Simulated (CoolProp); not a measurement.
Model: reference Helmholtz-energy equation of state, Tillner-Roth 1997, in CoolProp.

Question: For CH2F2 (R32), give the phase and the speed of sound (m/s) at -38.95 °C and 11.3 kPa; -18.35 °C and 72 kPa; -49.75 °C and 88.3 kPa.

Answer: 
- -38.95 °C and 11.3 kPa: gas; speed of sound 218
- -18.35 °C and 72 kPa: gas; speed of sound 225
- -49.75 °C and 88.3 kPa: gas; speed of sound 209
